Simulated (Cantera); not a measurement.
A Cantera script and what it prints.

```python
import numpy as np
import cantera as ct

gas_names = """
    Fe H H2 H2S S SH S2 S8
""".split()
cond_names = """
    Fe(a) Fe(c) Fe(d) Fe(L) FeS(a) FeS(b) FeS(c) FeS(L) FeS2(s) S(cr1) S(cr2) S(L)
""".split()


# ... load() reads the species with a 1 bar reference pressure and builds the phases ...
atoms = {
    'FeS2': {'Fe': 1, 'S': 2},
    'H2': {'H': 2},
}
top_T = {'FeS2(s)': 1010}  # K; cautious upper limits of use, not melting points


# ... equilibrate(T, P, feed) seeds the gas with the atoms and calls Mixture.equilibrate('TP', solver="vcs", rtol=1e-11, max_steps=5000) ...
results = []
feed = {'FeS2': 1, 'H2': 410}  # mol
T = 2073  # K
P = 1600  # Pa
mix = equilibrate(T, P, feed)
results.append((T, P, feed, dict(zip(mix.species_names, mix.species_moles))))
x = sorted(zip(gas.X, gas.species_names), reverse=True)
print(f"T = {T:g} K  P = {P:g} Pa  gas = {mix.phase_moles(0):.4g} mol")
print("   x: " + "  ".join(f"{s} {v:.3e}" for v, s in x if v > 1e-06))
print("   condensed (mol): " + ("  ".join(f"{mix.phase(i).name} {mix.phase_moles(i):.4g}"
      for i in range(1, mix.n_phases) if mix.phase_moles(i) > 1e-12) or "none"))
```

Output:

```
T = 2073 K  P = 1600 Pa  gas = 416.2 mol
   x: H2 9.727e-01  H 2.051e-02  Fe 2.403e-03  SH 1.761e-03  H2S 1.281e-03  S 8.519e-04  S2 4.561e-04
   condensed (mol): none
```

Equilibrium computed with Cantera from the NASA thermochemical tables; the gas is ideal and each condensed phase is pure.
